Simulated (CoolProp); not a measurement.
A single-stage vapour-compression cycle with hydrogen chloride: evaporating at 194.15 K (dew point), condensing at 229.15 K (bubble point), superheat 2 K, subcooling 8 K, compressor efficiency 0.75, no pressure losses. Each further row changes one setting.

Values from CoolProp's reference Helmholtz-energy equation of state, Thol 2018.

```csv
case,cooling COP,pressure ratio,discharge temperature (K),refrigerating effect (kJ/kg),volumetric capacity (kJ/m³)
as stated,3.52,4.71,337.0,393,1280
evaporating temperature 199.15 K,4.34,3.64,316.1,396,1640
condensing temperature 224.15 K,4.21,3.89,316.1,402,1310
subcooling 13 K,3.59,4.71,337.0,402,1310
superheat 12 K,3.40,4.71,355.1,402,1240
compressor efficiency 0.65,3.05,4.71,357.6,393,1280
```
